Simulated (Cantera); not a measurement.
Input (Python, Cantera):

```python
import numpy as np
import cantera as ct

gas = ct.Solution("gri30.yaml")
gas.TPX = 1675, 1500, {'NO': 4.5, 'N2': 0.63}
inlet = ct.Reservoir(gas, clone=True)

reactor = ct.IdealGasConstPressureReactor(gas, energy="off", clone=False)
exhaust = ct.Reservoir(gas, clone=True)
tau = [27, 3.7, 0.51, 0.07, 0.0095, 0.0013, 0.00018][0]
for a, b in ((inlet, reactor), (reactor, exhaust)):
    ct.MassFlowController(a, b, mdot=lambda t: reactor.mass / tau)
net = ct.ReactorNet([reactor])
show = ['NO', 'O', 'O2', 'N2', 'N2O']

rows = []
print(f"{'tau/s':>10s}{'T/K':>9s}" + "".join(f"{s:>11s}" for s in show))
for tau in [27, 3.7, 0.51, 0.07, 0.0095, 0.0013, 0.00018]:
    net.initial_time = 0.0
    net.advance(30 * tau)
    before = gas.X
    net.advance(40 * tau)
    drift = np.max(np.abs(gas.X - before) / (gas.X + 1e-9))
    rows.append([gas.T, *gas[show].X, drift])
    print(f"{tau:10.3e}{gas.T:9.1f}" + "".join(f"{x:11.3e}" for x in gas[show].X))
```

Output:

```
     tau/s      T/K         NO          O         O2         N2        N2O
 2.700e+01   1675.0  8.311e-01  5.951e-05  2.287e-02  1.457e-01  2.144e-04
 3.700e+00   1675.0  8.707e-01  4.113e-05  3.118e-03  1.259e-01  2.304e-04
 5.100e-01   1675.0  8.763e-01  3.318e-05  3.372e-04  1.231e-01  1.585e-04
 7.000e-02   1675.0  8.771e-01  2.117e-05  1.731e-05  1.228e-01  4.640e-05
 9.500e-03   1675.0  8.772e-01  6.140e-06  2.228e-07  1.228e-01  7.412e-06
 1.300e-03   1675.0  8.772e-01  1.006e-06  4.040e-09  1.228e-01  1.038e-06
 1.800e-04   1675.0  8.772e-01  1.435e-07  7.924e-11  1.228e-01  1.442e-07
```

Computed with Cantera and GRI-Mech 3.0 (53 species, 325 reactions). Radical loss at walls, strong at low pressure, is not modelled.
